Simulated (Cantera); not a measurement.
**Silicon nitride deposition: SiF4 + N2**

Feed: 1 mol SiF4, 0.22 mol N2, held at 1.10 mbar.

Equilibrium computed with Cantera from the NASA thermochemical tables; the gas is ideal and each condensed phase is pure. Candidate condensed phases: Si, Si3N4; 16 gas species. The tables' values for SiF3 are old estimates; treat these amounts as uncertain. The numbers say what is thermodynamically allowed, not how fast it happens.

From 1273 K to 1923 K nothing is condensed. The main Si-bearing gas is SiF4 throughout.

| T (K) | log p SiF4 | log p N2 | log p F | log p SiF3 | log p SiF2 | log p N |
|---|---|---|---|---|---|---|
| 1273 | -3.04 | -3.70 | -9.82 | -9.82 | <-14 | <-14 |
| 1323 | -3.04 | -3.70 | -9.34 | -9.34 | <-14 | <-14 |
| 1373 | -3.04 | -3.70 | -8.91 | -8.91 | -14.91 | <-14 |
| 1423 | -3.04 | -3.70 | -8.50 | -8.50 | -14.14 | <-14 |
| 1473 | -3.04 | -3.70 | -8.12 | -8.12 | -13.42 | <-14 |
| 1523 | -3.04 | -3.70 | -7.77 | -7.77 | -12.75 | -14.82 |
| 1573 | -3.04 | -3.70 | -7.43 | -7.43 | -12.12 | -14.29 |
| 1623 | -3.05 | -3.70 | -7.12 | -7.12 | -11.53 | -13.80 |
| 1673 | -3.05 | -3.70 | -6.83 | -6.83 | -10.98 | -13.34 |
| 1723 | -3.05 | -3.70 | -6.55 | -6.55 | -10.46 | -12.91 |
| 1773 | -3.05 | -3.70 | -6.29 | -6.29 | -9.96 | -12.50 |
| 1823 | -3.05 | -3.70 | -6.05 | -6.05 | -9.50 | -12.11 |
| 1873 | -3.05 | -3.70 | -5.82 | -5.82 | -9.06 | -11.75 |
| 1923 | -3.05 | -3.70 | -5.60 | -5.60 | -8.64 | -11.40 |
log p: log10 of the partial pressure in bar; nothing condenses.
